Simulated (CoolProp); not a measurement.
Values from CoolProp's reference Helmholtz-energy equation of state, Lemmon 2006. It is a short technical equation, of lower accuracy than the large ones.

Question: For toluene, give the phase and the density (kg/m³), cp (kJ/(kg K)), expansivity (1/kK), fugacity coefficient at 144.55 °C and 5650 kPa; 185.25 °C and 5650 kPa; 198.75 °C and 5650 kPa.

Answer: 
- 144.55 °C and 5650 kPa: liquid; density 753, cp 2.11, expansivity 1.37, fugacity coefficient 0.0485
- 185.25 °C and 5650 kPa: liquid; density 708, cp 2.27, expansivity 1.62, fugacity coefficient 0.106
- 198.75 °C and 5650 kPa: liquid; density 693, cp 2.32, expansivity 1.72, fugacity coefficient 0.133
